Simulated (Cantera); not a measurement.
Input (Python, Cantera):

```python
import numpy as np
import cantera as ct

gas = ct.Solution("gri30.yaml")
gas.TPX = 1600, 101325, {'CH4': 1, 'N2': 1.2}
inlet = ct.Reservoir(gas, clone=True)

reactor = ct.IdealGasConstPressureReactor(gas, energy="off", clone=False)
exhaust = ct.Reservoir(gas, clone=True)
tau = [4.4, 1.2, 0.35, 0.1, 0.029, 0.0082, 0.0023, 0.00066][0]
for a, b in ((inlet, reactor), (reactor, exhaust)):
    ct.MassFlowController(a, b, mdot=lambda t: reactor.mass / tau)
net = ct.ReactorNet([reactor])
show = ['CH4', 'CH3', 'C2H6', 'H', 'C2H2', 'H2']

rows = []
print(f"{'tau/s':>10s}{'T/K':>9s}" + "".join(f"{s:>11s}" for s in show))
for tau in [4.4, 1.2, 0.35, 0.1, 0.029, 0.0082, 0.0023, 0.00066]:
    net.initial_time = 0.0
    net.advance(30 * tau)
    before = gas.X
    net.advance(40 * tau)
    drift = np.max(np.abs(gas.X - before) / (gas.X + 1e-9))
    rows.append([gas.T, *gas[show].X, drift])
    print(f"{tau:10.3e}{gas.T:9.1f}" + "".join(f"{x:11.3e}" for x in gas[show].X))
```

Output:

```
     tau/s      T/K        CH4        CH3       C2H6          H       C2H2         H2
 4.400e+00   1600.0  4.874e-02  7.776e-05  1.874e-05  3.266e-05  1.341e-01  4.150e-01
 1.200e+00   1600.0  7.895e-02  1.182e-04  3.752e-05  2.842e-05  1.243e-01  3.842e-01
 3.500e-01   1600.0  1.381e-01  1.944e-04  1.001e-04  2.255e-05  1.046e-01  3.235e-01
 1.000e-01   1600.0  2.294e-01  3.152e-04  2.801e-04  1.573e-05  7.333e-02  2.293e-01
 2.900e-02   1600.0  3.257e-01  4.652e-04  6.569e-04  9.400e-06  3.883e-02  1.288e-01
 8.200e-03   1600.0  3.990e-01  6.069e-04  1.178e-03  4.378e-06  1.243e-02  5.200e-02
 2.300e-03   1600.0  4.383e-01  6.273e-04  1.241e-03  1.383e-06  1.541e-03  1.307e-02
 6.600e-04   1600.0  4.512e-01  4.648e-04  5.669e-04  3.933e-07  6.033e-05  2.204e-03
```

Model: GRI-Mech 3.0 (53 species, 325 reactions), integrated in Cantera. GRI-Mech 3.0 stops at C3 and has no aromatics, soot or wall deposition, so with more carbon than oxygen in the feed, carbon stays in small species such as C2H2 where larger ones or solid carbon would form.
